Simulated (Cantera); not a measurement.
An adiabatic, constant-volume homogeneous reactor starts with CH4 : O2 : N2 = 1 : 2.25 : 8.45 (molar parts), equivalence ratio 0.89, at 1075 K and 500000 Pa.

Computed with Cantera and GRI-Mech 3.0 (53 species, 325 reactions).

**Question.** Predict: time of steepest temperature rise; temperature at 0.100 s; equilibrium temperature; x(O2) at 0.100 s; x(N2O) at 0.100 s; x(H2O) at 0.100 s.

**Answer.** 
- time of steepest temperature rise: 51.1 ms
- temperature at 0.100 s: 2844 K
- equilibrium temperature: 2844 K
- x(O2) at 0.100 s: 0.0240 (gas-phase equilibrium 0.0240)
- x(N2O) at 0.100 s: 2.43e-6 (gas-phase equilibrium 2.43e-6)
- x(H2O) at 0.100 s: 0.153 (gas-phase equilibrium 0.153)
